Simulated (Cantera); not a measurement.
# Equilibrium for fluorocarbon and chlorocarbon gases: CHF₃ + HCl + H₂

Charge: 1 mol CHF₃, 1 mol HCl, a varied amount of H₂, held at 100 Torr.

These are equilibrium values from Cantera (NASA tables, ideal gas, pure condensed phases), not measurements of a reactor. Candidate condensed phases: C, C₆H₆, C₇H₈, C₈H₁₈; 118 gas species. Kinetics and transport are ignored.

Stable condensed phases:

```
T in °C \ n(H₂) in mol
         0.63  1.5  2.3  3.2    4  4.9  5.7  6.6  7.4  8.3  9.1   10
   2975     A    A    A    B    B    B    B    B    B    B    B    B
   2825     A    A    A    A    A    A    A    B    B    B    B    B
   2675     A    A    A    A    A    A    A    A    A    A    A    A
   2525     A    A    A    A    A    A    A    A    A    A    A    A
   2375     A    A    A    A    A    A    A    A    A    A    A    A
   2225     A    A    A    A    A    A    A    A    A    A    A    A
   2075     A    A    A    A    A    A    A    A    A    A    A    A
   1925     A    A    A    A    A    A    A    A    A    A    A    A
   1775     A    A    A    A    A    A    A    A    A    A    A    A
   1625     A    A    A    A    A    A    A    A    A    A    A    A
   1475     A    A    A    A    A    A    A    A    A    A    A    A
   1325     A    A    A    A    A    A    A    A    A    A    A    A
   1175     A    A    A    A    A    A    A    A    A    A    A    A
   1025     A    A    A    A    A    A    A    A    A    A    A    A
```

A: C; B: gas only.
